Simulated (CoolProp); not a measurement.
Vapour-liquid equilibrium of R114 (1) + benzene (2) at 57.75 °C; x and y are mole fractions of (1).

Values from CoolProp's multi-fluid Helmholtz-energy mixture model, Platzer 1990 and Thol 2012; pair parameters Bell 2016. This equation is an older, rougher fit; its heat capacities, sound speeds and derivatives of the liquid may be far off and weren't checked against measurements.

```tsv
x	bubble pressure (bar)	y at the bubble point	dew pressure at overall composition x (bar)	liquid density (mol/L)
0.05	1.142	0.588	0.5073	10.58
0.15	2.100	0.787	0.5661	[?]
0.25	2.737	0.846	[?]	9.967
0.35	3.189	0.875	[?]	9.671
0.45	3.543	0.894	0.8657	9.379
0.55	3.854	0.911	1.050	9.093
0.65	4.159	0.926	1.333	8.812
0.75	4.482	0.943	1.819	8.537
0.85	4.842	0.963	[?]	8.268
0.95	5.249	0.986	4.610	8.007
```

### Question
Fill in the missing entries.

### Answer

- 0.15, liquid density (mol/L): 10.27
- 0.25, dew pressure at overall composition x (bar): 0.6400
- 0.35, dew pressure at overall composition x (bar): 0.7361
- 0.85, dew pressure at overall composition x (bar): 2.800

No azeotrope shows between x = 0.05 and 0.95.

The pair parameters rest on a limited set of measurements; away from them the model extrapolates. With so large a gap from Raoult's law the liquid may split in two, which this calculation doesn't test in full.
